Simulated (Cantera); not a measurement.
A Cantera script and what it prints.

```python
import numpy as np
import cantera as ct

gas_names = """
    C CH CH2 CH3 CH2OH CH3O CH4 CH3OH CO CO2 COOH C2 C2H CHCO,ketyl C2H2,acetylene C2H2,vinylidene
    CH2CO,ketene C2H3,vinyl CH3CO,acetyl C2H4 C2H4O,ethylen CH3CHO,ethanal CH3COOH (HCOOH)2 C2H5 C2H6
    CH3OCH3 C2H5OH C2O C3 C3H3,propargyl C3H4,allene C3H4,propyne C3H4,cyclo- C3H5,allyl C3H6,propylene
    C3H6,cyclo- C3H6O C3H7,n-propyl C3H7,i-propyl C3H8 C3H8O,1propanol C3H8O,2propanol C3O2 C4 C4H2
    C4H4,1,3-cyclo- C4H6,butadiene C4H6,2-butyne C4H6,cyclo- C4H8,1-butene C4H8,cis2-buten
    C4H8,tr2-butene C4H8,isobutene C4H8,cyclo- (CH3COOH)2 C4H9,n-butyl C4H9,i-butyl C4H9,s-butyl
    C4H9,t-butyl C4H10,isobutane C4H10,n-butane C5 C5H6,1,3cyclo- C5H8,cyclo- C5H10,1-pentene
    C5H10,cyclo- C5H11,pentyl C5H11,t-pentyl C5H12,n-pentane C5H12,i-pentane CH3C(CH3)2CH3 C6H2
    C6H5,phenyl C6H5O,phenoxy C6H6 C6H5OH,phenol C6H10,cyclo- C6H12,1-hexene C6H12,cyclo- C6H13,n-hexyl
    C7H7,benzyl C7H8 C7H8O,cresol C7H14,1-heptene C7H15,n-heptyl C7H16,n-heptane C8H8,styrene
    C8H10,ethylbenz C8H16,1-octene C8H17,n-octyl C8H18,isooctane C8H18,n-octane C9H19,n-nonyl
    C10H8,naphthale C10H21,n-decyl C12H9,o-bipheny C12H10,bipheny H HCO HO2 H2 HCHO,formaldehy HCOOH H2O
    H2O2 Mg MgH MgO MgOH MgO2H2 Mg2 O OH O2 O3
""".split()
cond_names = """
    C(gr) C6H6(L) C7H8(L) C8H18(L),n-octa H2O(s) H2O(L) Mg(cr) Mg(L) MgCO3(s) MgO(s) MgO(L) MgO2H2(s)
""".split()


def load(file, names, dense=False):
    # The tables refer to 1 bar. Condensed volumes are neglected.
    table = {s.name: s for s in ct.Species.list_from_file(file)}
    out = []
    for n in names:
        d = dict(table[n].input_data)
        d["thermo"] = dict(d["thermo"], **{"reference-pressure": 1e5})
        if dense:
            d["equation-of-state"] = {"model": "constant-volume", "density": "1e6 g/cm^3"}
        out.append(ct.Species.from_dict(d))
    return out


gas = ct.Solution(thermo="ideal-gas", species=load("nasa_gas.yaml", gas_names))
cond = {s.name: ct.Solution(thermo="fixed-stoichiometry", species=[s], name=s.name)
        for s in load("nasa_condensed.yaml", cond_names, dense=True)}
atoms = {
    'MgCO3': {'Mg': 1, 'C': 1, 'O': 3},
    'H2O': {'H': 2, 'O': 1},
    'O2': {'O': 2},
}
top_T = {'C(gr)': 4500}  # K; cautious upper limits of use, not melting points


def equilibrate(T, P, feed):
    n = {}
    for name, mol in feed.items():
        for a, k in atoms[name].items():
            n[a] = n.get(a, 0.0) + k * mol
    gas.TPX = T, P, n
    mass = sum(n.values()) * gas.mean_molecular_weight
    gas.equilibrate("TP")
    valid = [c for c in cond.values() if c.min_temp <= T <= top_T.get(c.name, c.max_temp)]
    mix = ct.Mixture([(gas, mass / gas.mean_molecular_weight)] + [(c, 0.0) for c in valid])
    mix.T, mix.P = T, P
    mix.equilibrate("TP", solver="vcs", rtol=1e-11, max_steps=5000)
    return mix


results = []
feed = {'MgCO3': 1, 'H2O': 7.2, 'O2': 5}  # mol
T = 2123  # K
for P in [10, 36, 130, 460, 1700, 6000, 22000, 77000, 280000, 1000000]:
    mix = equilibrate(T, P, feed)
    results.append((T, P, feed, dict(zip(mix.species_names, mix.species_moles))))

top = {s: max(r[3][s] / sum(r[3][g] for g in gas_names) for r in results) for s in gas_names}
cols = sorted((s for s in top if top[s] > 1e-06), key=lambda s: -top[s])[:5]
seen = [c for c in cond_names if any(r[3].get(c, 0) > 1e-12 for r in results)]
print("log10 of partial pressures in bar; condensed amounts in mol")
print(f"{'P/Pa':>10s}" + "".join(f"{s[:9]:>10s}" for s in cols + seen))
for T, P, feed, n in results:
    ng = sum(n[g] for g in gas_names)
    print(f"{P:10.4g}" + "".join(f"{np.log10(max(n[s] / ng * P / 1e5, 1e-99)):10.3f}" for s in cols)
          + "".join(f"{n.get(c, 0):10.4g}" for c in seen))
```

Output:

```
log10 of partial pressures in bar; condensed amounts in mol
      P/Pa       H2O        O2         O       CO2         H    MgO(s)
        10    -4.509    -4.516    -5.046    -5.448    -5.151         0
        36    -3.825    -3.919    -4.747    -4.732    -4.958    0.7805
       130    -3.211    -3.340    -4.458    -4.095    -4.795    0.9677
       460    -2.637    -2.780    -4.178    -3.505    -4.648     0.994
      1700    -2.055    -2.205    -3.891    -2.916    -4.501    0.9983
      6000    -1.499    -1.653    -3.615    -2.357    -4.361    0.9991
   2.2e+04    -0.930    -1.086    -3.331    -1.786    -4.219    0.9992
   7.7e+04    -0.383    -0.540    -3.058    -1.239    -4.082    0.9993
   2.8e+05     0.179     0.022    -2.777    -0.676    -3.941    0.9993
     1e+06     0.734     0.576    -2.500    -0.122    -3.802    0.9993
```

Method: chemical equilibrium by Gibbs-energy minimisation in Cantera with the NASA 1993 tables (ideal gas, pure condensed phases).
